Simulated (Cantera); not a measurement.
Adiabatic ignition

An adiabatic, constant-volume homogeneous reactor starts with H2 : O2 : N2 : NO = 1 : 1.11 : 4.18 : 0.016 (molar parts), at 1798 K and 10.0 bar.

Detailed kinetics in Cantera: GRI-Mech 3.0 (53 species, 325 reactions). The hydrogen kinetics of GRI-Mech 3.0 are dated; newer H2 mechanisms differ, most at raised pressure.

| t (s) | T (K) | P (bar) | x H2 | x O2 | x NO | x N2 | x N2O | x NO2 |
|---|---|---|---|---|---|---|---|---|
| 2.00e-6 | 2834 | 14.8 | 0.00633 | 0.0956 | 0.00292 | 0.707 | 3.68e-6 | 5.87e-6 |
| 5.97e-6 | 2912 | 15.1 | 0.00423 | 0.0969 | 0.00357 | 0.710 | 4.75e-6 | 5.80e-6 |
| 1.78e-5 | 2909 | 15.1 | 0.00420 | 0.0961 | 0.00533 | 0.710 | 4.75e-6 | 8.63e-6 |
| 5.32e-5 | 2902 | 15.0 | 0.00415 | 0.0941 | 0.00980 | 0.708 | 4.77e-6 | 1.58e-5 |
| 0.000159 | 2888 | 15.0 | 0.00405 | 0.0904 | 0.0180 | 0.704 | 4.90e-6 | 2.86e-5 |
| 0.000474 | 2877 | 14.9 | 0.00398 | 0.0876 | 0.0242 | 0.701 | 5.07e-6 | 3.81e-5 |
| 0.00141 | 2876 | 14.9 | 0.00397 | 0.0873 | 0.0249 | 0.701 | 5.09e-6 | 3.92e-5 |
| 0.00422 | 2876 | 14.9 | 0.00397 | 0.0873 | 0.0249 | 0.701 | 5.09e-6 | 3.92e-5 |
| 0.0126 | 2876 | 14.9 | 0.00397 | 0.0873 | 0.0249 | 0.701 | 5.09e-6 | 3.92e-5 |
| 0.0376 | 2876 | 14.9 | 0.00397 | 0.0873 | 0.0249 | 0.701 | 5.09e-6 | 3.92e-5 |
| 0.112 | 2876 | 14.9 | 0.00397 | 0.0873 | 0.0249 | 0.701 | 5.09e-6 | 3.92e-5 |
| 0.335 | 2876 | 14.9 | 0.00397 | 0.0873 | 0.0249 | 0.701 | 5.09e-6 | 3.92e-5 |
| 1.00 | 2876 | 14.9 | 0.00397 | 0.0873 | 0.0249 | 0.701 | 5.09e-6 | 3.92e-5 |
x: mole fraction; the columns are a selection and need not sum to one.

The time of steepest temperature rise is 0.679 µs and the temperature at 1.00 s is 2876 K. The equilibrium temperature is 2876 K. The x(H2) at 1.00 s comes out as 0.00397 (gas-phase equilibrium 0.00397). The x(O2) at 1.00 s comes out as 0.0873 (gas-phase equilibrium 0.0873). The x(NO) at 1.00 s comes out as 0.0249 (gas-phase equilibrium 0.0249).
